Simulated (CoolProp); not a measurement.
Vapour-liquid equilibrium of R141b (1) + n-pentane (2) at 148.55 °C; x and y are mole fractions of (1).

Model: multi-fluid Helmholtz-energy mixture model, Lemmon 2006 and Thol 2019; pair parameters Bell 2016, in CoolProp.

**Question.** Give the bubble pressure and the first vapour's composition at x = 0.125, 0.2, 0.425. Is there an azeotrope?

**Answer.** x = 0.125: 1637 kPa, y = 0.151; x = 0.2: 1677 kPa, y = 0.231; x = 0.425: 1756 kPa, y = 0.448. y crosses x between x = 0.65 and 0.725: the model has an azeotrope there.

Pair parameters are fitted to limited data, so mixtures are less certain than the pure fluids.
